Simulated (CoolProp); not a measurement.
Propylene at several states: density (kg/m³) from the reference equation and from simpler models built on Tc = 364.2 K, pc = 45.55 bar, ω = 0.146; each cubic takes its own stable root.

The numbers come from the reference Helmholtz-energy equation of state, Lemmon 2013 in CoolProp.

```
T (K)  p (bar)   phase  reference
-----  -------  ------  ---------
215.9     91.3  liquid      630.5
280.6      1.8     gas      3.352
258.7     11.4  liquid      568.1
562.9    0.115     gas     0.1034
```

**Question.** How far does each simpler model (van der Waals, Soave-Redlich-Kwong, Peng-Robinson) lie from the reference over these 4 states: mean and median of the absolute difference, and the worst?

**Answer.** 
- van der Waals: mean 18.3 %, median 18.2 %, worst -36.9 % at 258.7 K and 11.4 bar
- Soave-Redlich-Kwong: mean 3.1 %, median 2.9 %, worst -6.7 % at 258.7 K and 11.4 bar
- Peng-Robinson: mean 3.0 %, median 2.9 %, worst +6.3 % at 215.9 K and 91.3 bar
